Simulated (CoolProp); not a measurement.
Saturation properties of decamethyltetrasiloxane (MD2M) (Tc = 599.4 K, pc = 1.144 MPa, ω = 0.635).

Values from CoolProp's reference Helmholtz-energy equation of state, Thol 2017.

```csv
T (K),p (MPa),liquid density (kg/m³),vapour density (kg/m³),enthalpy of vaporisation (kJ/kg),liquid cp (kJ/(kg K)),surface tension (mN/m)
475,0.1208,657.5,10.38,126.9,2.131,4.97
488.8,0.1648,639.1,14.10,121.3,2.163,4.21
502.6,0.2202,619.6,18.87,115.3,2.197,3.49
516.4,0.2887,598.7,24.96,109.0,2.233,2.81
530.1,0.3719,576.4,32.70,102.0,2.275,2.18
543.9,0.4732,551.7,42.80,94.28,2.326,1.59
557.7,0.5950,523.9,56.27,85.34,2.397,1.06
571.5,0.7410,490.6,75.29,74.39,2.523,0.604
```

It boils at 467.6 K under 1 atm.

Surface tension comes from a separate correlation (Mulero 2014), older than this fluid's equation and unchecked against measurements.
